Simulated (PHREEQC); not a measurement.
# Leach liquor: an equilibrium model

Dissolve 0.0014 mol HCl, 0.014 mol LiCl and 0.014 mol MnSO4 per kg of water at 62 °C. Closed to the air; pH follows from the charge balance.

All values are PHREEQC results (ion-association model, phreeqc.dat), not measurements.

Each row changes one thing in this solution. Precipitation was switched off in this run.

```csv
case,pH,ionic strength (mol/kgw)
as made,3.21,0.0497
0.012 mol/kgw NaHSO4 added,2.30,0.0686
diluted 2-fold with water,3.42,0.0266
MnSO4 left out,2.90,0.0154
MnSO4 replaced by KHSO4 at the same molality,2.13,0.0427
diluted 100-fold with water,4.88,0.000694
MnSO4 from 0.014 to 0.14 mol/kgw,3.65,0.256
```

Away from 25 °C the constants follow the database's enthalpies or fits; those with neither stay at their 25 °C values.
